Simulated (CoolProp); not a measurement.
Vapour pressure (MPa) of R1234ze(E): the reference equation beside estimates from Tc = 382.5 K, pc = 3.635 MPa, ω = 0.313.

Values from CoolProp's reference Helmholtz-energy equation of state, Thol 2016.

```
T (K)  reference  Lee-Kesler  Redlich-Kwong
-----  ---------  ----------  -------------
217.2    0.01452     0.01402        0.04071
222      0.01953     0.01893        0.05203
226.8    0.02587     0.02518        0.06564
231.6        ___     0.03303        0.08182
236.4    0.04359     0.04276            ___
241.2        ___     0.05469         0.1231
246.1    0.07032     0.06947            ___
250.9    0.08766     0.08688         0.1790
255.7     0.1082      0.1076            ___
260.5     0.1324      0.1320         0.2509
265.3     0.1606      0.1604         0.2939
```

Complete the blanks.


- 231.6, reference: 0.03380
- 236.4, Redlich-Kwong: 0.1009
- 241.2, reference: 0.05555
- 246.1, Redlich-Kwong: 0.1494
- 255.7, Redlich-Kwong: 0.2128

Absolute difference from the reference over all 11 rows, mean and median: Lee-Kesler 1.6 and 1.5 %, Redlich-Kwong 125.6 and 121.6 %.
